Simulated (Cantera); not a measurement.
A Cantera script and what it prints.

```python
import numpy as np
import cantera as ct

gas_names = """
    Ca CaCL CaCL2 Ca2 CL CL2 H HCL H2 N NH NH2 NH3 N2 N2H2 N2H4
""".split()
cond_names = """
    Ca(a) Ca(b) Ca(L) CaCL2(s) CaCL2(L) NH4CL(a) NH4CL(b)
""".split()


# ... load() reads the species with a 1 bar reference pressure and builds the phases ...
atoms = {
    'CaCl2': {'Ca': 1, 'CL': 2},
    'HCl': {'H': 1, 'CL': 1},
    'N2': {'N': 2},
}
top_T = {}  # K; cautious upper limits of use, not melting points


# ... equilibrate(T, P, feed) seeds the gas with the atoms and calls Mixture.equilibrate('TP', solver="vcs", rtol=1e-11, max_steps=5000) ...
results = []
feed = {'CaCl2': 1, 'HCl': 0.58, 'N2': 1.5}  # mol
P = 82  # Pa
for T in [1148, 1298, 1448, 1598, 1748, 1898, 2048, 2198]:
    mix = equilibrate(T, P, feed)
    results.append((T, P, feed, dict(zip(mix.species_names, mix.species_moles))))

top = {s: max(r[3][s] / sum(r[3][g] for g in gas_names) for r in results) for s in gas_names}
cols = sorted((s for s in top if top[s] > 1e-05), key=lambda s: -top[s])[:9]
seen = [c for c in cond_names if any(r[3].get(c, 0) > 1e-12 for r in results)]
print("log10 of partial pressures in bar; condensed amounts in mol")
print(f"{'T/K':>10s}" + "".join(f"{s[:9]:>10s}" for s in cols + seen))
for T, P, feed, n in results:
    ng = sum(n[g] for g in gas_names)
    print(f"{T:10.4g}" + "".join(f"{np.log10(max(n[s] / ng * P / 1e5, 1e-99)):10.3f}" for s in cols)
          + "".join(f"{n.get(c, 0):10.4g}" for c in seen))
```

Result:

```
log10 of partial pressures in bar; condensed amounts in mol
       T/K        N2     CaCL2       HCL        CL         H        H2      CaCL        Ca  CaCL2(L)
      1148    -3.229    -5.702    -3.642    -7.130   -10.856    -7.423   -14.756   -21.686    0.9949
      1298    -3.259    -4.255    -3.672    -6.378    -9.308    -6.677   -11.504   -17.036    0.8488
      1448    -3.399    -3.575    -3.816    -5.859    -8.116    -6.162    -9.316   -13.657         0
      1598    -3.400    -3.576    -3.825    -5.364    -7.110    -5.673    -8.167   -11.613         0
      1748    -3.402    -3.578    -3.847    -4.959    -6.283    -5.283    -7.212    -9.910         0
      1898    -3.406    -3.582    -3.890    -4.627    -5.600    -4.985    -6.403    -8.460         0
      2048    -3.413    -3.593    -3.969    -4.357    -5.042    -4.785    -5.707    -7.203         0
      2198    -3.428    -3.619    -4.096    -4.135    -4.607    -4.706    -5.112    -6.112         0
```

These are equilibrium values from Cantera (NASA tables, ideal gas, pure condensed phases), not measurements of a reactor.
